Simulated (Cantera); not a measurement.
A perfectly stirred reactor is fed with CH3OH : O2 : N2 = 0.0037 : 0.005 : 1 (molar parts), equivalence ratio 1.1, at 750 Torr; it is held at 1525 K, and followed from long to short residence time.

Model: GRI-Mech 3.0 (53 species, 325 reactions), integrated in Cantera. GRI-Mech 3.0 was tuned for natural gas; its chemistry of methanol as a main component is partial and can be far from experiment.

What does this change do: O2 0.005 to 0.038 parts?


```tsv
quantity	before	after
x(CH3OH) at τ = 15.0 s	3.85e-8	6.60e-8
x(O2) at τ = 15.0 s	6.30e-6	0.0311
x(CH2O) at τ = 15.0 s	2.85e-8	4.11e-8
x(C2H2) at τ = 15.0 s	<1e-12	<1e-12
x(CO) at τ = 15.0 s	0.000602	3.18e-6
x(CH3OH) at τ = 92.0 ms	5.87e-7	1.82e-6
x(O2) at τ = 92.0 ms	0.000235	0.0311
x(CH2O) at τ = 92.0 ms	4.39e-7	1.32e-6
x(C2H2) at τ = 92.0 ms	1.07e-11	<1e-12
x(CO) at τ = 92.0 ms	0.000847	0.000110
```
